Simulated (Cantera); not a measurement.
Input (Python, Cantera):

```python
import numpy as np
import cantera as ct

gas = ct.Solution("gri30.yaml")
gas.TPX = 1800, 500000, {'H2': 1, 'O2': 0.238, 'N2': 0.895}
reactor = ct.IdealGasConstPressureReactor(gas, energy="on", clone=False)
net = ct.ReactorNet([reactor])
net.rtol, net.atol = 1e-08, 1e-16
show = ['H2', 'O2', 'NO', 'N2O', 'NO2', 'HO2', 'H2O']
times = np.geomspace(5e-06, 8, 13)

steps = ct.SolutionArray(gas, extra=["t"])
rows = []
print(f"{'t/s':>10s}{'T/K':>9s}{'P/Pa':>11s}" + "".join(f"{s:>11s}" for s in show))
for t in times:
    while net.time < t:
        t_next = net.step()
        steps.append(gas.state, t=t_next)
    rows.append([np.interp(t, steps.t, y) for y in (steps.T, steps.P, *steps(*show).X.T)])
    print(f"{t:10.3e}{rows[-1][0]:9.1f}{rows[-1][1]:11.4g}" + "".join(f"{x:11.3e}" for x in rows[-1][2:]))
rate = np.gradient(steps.T, steps.t)
print("integrator steps:", len(steps.t))
if steps.T.max() > steps.T[0] + 200:
    print(f"time of steepest temperature rise: {steps.t[rate.argmax()]:.4e} s")
gas.TPX = 1800, 500000, {'H2': 1, 'O2': 0.238, 'N2': 0.895}
gas.equilibrate("HP")
print(f"equilibrium (HP): T = {gas.T:.1f} K  " + "  ".join(f"{s} {gas[s].X[0]:.3e}" for s in show))
```

It prints:

```
       t/s      T/K       P/Pa         H2         O2         NO        N2O        NO2        HO2        H2O
 5.000e-06   2742.3      5e+05  2.411e-01  1.214e-03  6.186e-05  5.043e-08  3.094e-09  2.583e-06  2.158e-01
 1.644e-05   2996.9      5e+05  2.562e-01  4.395e-04  1.985e-04  1.052e-07  1.067e-08  1.016e-06  2.293e-01
 5.407e-05   3020.7      5e+05  2.580e-01  3.727e-04  5.642e-04  1.182e-07  3.025e-08  8.622e-07  2.305e-01
 1.778e-04   3017.9      5e+05  2.587e-01  3.622e-04  1.275e-03  1.378e-07  6.754e-08  8.387e-07  2.300e-01
 5.848e-04   3016.8      5e+05  2.590e-01  3.583e-04  1.539e-03  1.489e-07  8.113e-08  8.301e-07  2.298e-01
 1.923e-03   3016.8      5e+05  2.590e-01  3.583e-04  1.541e-03  1.490e-07  8.122e-08  8.301e-07  2.298e-01
 6.325e-03   3016.8      5e+05  2.590e-01  3.583e-04  1.541e-03  1.490e-07  8.122e-08  8.301e-07  2.298e-01
 2.080e-02   3016.8      5e+05  2.590e-01  3.583e-04  1.541e-03  1.490e-07  8.122e-08  8.301e-07  2.298e-01
 6.840e-02   3016.8      5e+05  2.590e-01  3.583e-04  1.541e-03  1.490e-07  8.122e-08  8.301e-07  2.298e-01
 2.249e-01   3016.8      5e+05  2.590e-01  3.583e-04  1.541e-03  1.490e-07  8.122e-08  8.301e-07  2.298e-01
 7.397e-01   3016.8      5e+05  2.590e-01  3.583e-04  1.541e-03  1.490e-07  8.122e-08  8.301e-07  2.298e-01
 2.433e+00   3016.8      5e+05  2.590e-01  3.583e-04  1.541e-03  1.490e-07  8.122e-08  8.301e-07  2.298e-01
 8.000e+00   3016.8      5e+05  2.590e-01  3.583e-04  1.541e-03  1.490e-07  8.122e-08  8.301e-07  2.298e-01
integrator steps: 1072
time of steepest temperature rise: 1.2850e-06 s
equilibrium (HP): T = 3016.8 K  H2 2.590e-01  O2 3.583e-04  NO 1.541e-03  N2O 1.490e-07  NO2 8.122e-08  HO2 8.301e-07  H2O 2.298e-01
```

Model: GRI-Mech 3.0 (53 species, 325 reactions), integrated in Cantera. The hydrogen kinetics of GRI-Mech 3.0 are dated; newer H2 mechanisms differ, most at raised pressure. Above 3000 K some thermodynamic fits are extrapolated.
